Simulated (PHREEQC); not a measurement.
# Metal-bearing waste water (model solution)

Make-up at 20 °C: 0.19 mol/kgw FeCl3, 0.024 mol/kgw NiCl2, 7.7e-05 mol/kgw H2SO4 and 0.052 mol/kgw Na2SO4. Closed to the air; pH follows from the charge balance.

Computed with PHREEQC (ion-association model, wateq4f.dat).

This is a speciation only: nothing precipitates in the calculation.

**Question.** What pH, ionic strength does the model give?

**Answer.** pH 2.05; ionic strength 0.694 mol/kgw.

**Question.** In which forms is Cl present?

**Answer.** Cl- 75 %, FeCl+2 13 %, FeCl2+ 9.9 %, NiCl2 1.0 %, NiCl+ 0.8 % of the Cl.

Examples of supersaturated solids here: Jarosite-Na, Hematite (slow to form). Others may be too. Species that the database lacks are ignored.
